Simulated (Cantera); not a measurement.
A Cantera script and its output.

```python
import numpy as np
import cantera as ct

gas = ct.Solution("gri30.yaml")


def delay(T, t_max=10):
    gas.TPX = T, 500000, {'CH4': 1, 'CO': 0.52, 'O2': 4.52, 'N2': 17}
    reactor = ct.IdealGasReactor(gas, clone=False)
    net = ct.ReactorNet([reactor])
    net.rtol, net.atol = 1e-8, 1e-16
    while net.time < t_max:
        t_old, T_old = net.time, reactor.T
        net.step()
        if reactor.T > T + 400:  # ignition: a rise of 400 K
            return t_old + (T + 400 - T_old) / (reactor.T - T_old) * (net.time - t_old)
    return np.nan


taus = []
for T in [1300, 1400, 1500, 1600, 1700, 1800]:
    taus.append(delay(T))
    print(f"T0 = {T:6g} K   tau = {taus[-1]:.4e} s")
```

It prints:

```
T0 =   1300 K   tau = 2.1437e-03 s
T0 =   1400 K   tau = 6.6932e-04 s
T0 =   1500 K   tau = 2.4210e-04 s
T0 =   1600 K   tau = 1.0062e-04 s
T0 =   1700 K   tau = 4.7293e-05 s
T0 =   1800 K   tau = 2.4614e-05 s
```

Cantera simulation using GRI-Mech 3.0 (53 species, 325 reactions); the numbers are that mechanism's predictions, not measurements.
